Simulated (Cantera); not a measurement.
Cantera run:

```python
import numpy as np
import cantera as ct

gas_names = [...]  # 45 gases of nasa_gas.yaml made of Al, Cl, H, N, O
cond_names = """
    AL(cr) AL(L) ALCL3(s) ALCL3(L) ALN(s) AL2O3(a) AL2O3(L) H2O(s) H2O(L) NH4CL(a) NH4CL(b)
""".split()


# ... load() reads the species with a 1 bar reference pressure and builds the phases ...
atoms = {
    'AlCl3': {'AL': 1, 'CL': 3},
    'N2O': {'N': 2, 'O': 1},
    'N2': {'N': 2},
    'HCl': {'H': 1, 'CL': 1},
}
top_T = {'ALN(s)': 2750}  # K; cautious upper limits of use, not melting points


# ... equilibrate(T, P, feed) seeds the gas with the atoms and calls Mixture.equilibrate('TP', solver="vcs", rtol=1e-11, max_steps=5000) ...
results = []
feed = {'AlCl3': 1, 'N2O': 3, 'N2': 250, 'HCl': 1.5}  # mol
P = 30  # Pa
for T in [1823, 1873, 1923, 1973, 2023, 2073, 2123, 2173, 2223]:
    mix = equilibrate(T, P, feed)
    results.append((T, P, feed, dict(zip(mix.species_names, mix.species_moles))))

top = {s: max(r[3][s] / sum(r[3][g] for g in gas_names) for r in results) for s in gas_names}
cols = sorted((s for s in top if top[s] > 0.001), key=lambda s: -top[s])[:5]
seen = [c for c in cond_names if any(r[3].get(c, 0) > 1e-12 for r in results)]
print("log10 of partial pressures in bar; condensed amounts in mol")
print(f"{'T/K':>10s}" + "".join(f"{s[:9]:>10s}" for s in cols + seen))
for T, P, feed, n in results:
    ng = sum(n[g] for g in gas_names)
    print(f"{T:10.4g}" + "".join(f"{np.log10(max(n[s] / ng * P / 1e5, 1e-99)):10.3f}" for s in cols)
          + "".join(f"{n.get(c, 0):10.4g}" for c in seen))
```

It prints:

```
log10 of partial pressures in bar; condensed amounts in mol
       T/K        N2        CL         H       HCL         O  AL2O3(a)
      1823    -3.532    -5.409    -7.313    -5.878    -6.919    0.4998
      1873    -3.532    -5.398    -7.018    -5.914    -6.743    0.4995
      1923    -3.533    -5.385    -6.751    -5.961    -6.580    0.4991
      1973    -3.533    -5.371    -6.517    -6.021    -6.431    0.4981
      2023    -3.533    -5.356    -6.317    -6.100    -6.296    0.4962
      2073    -3.534    -5.341    -6.154    -6.203    -6.175    0.4919
      2123    -3.534    -5.328    -6.028    -6.331    -6.069    0.4821
      2173    -3.535    -5.320    -5.936    -6.486    -5.974     0.458
      2223    -3.535    -5.319    -5.874    -6.667    -5.878    0.3994
```

Cantera equilibrium calculation (NASA polynomials, part measured and part estimated; ideal gas, pure solids and liquids).
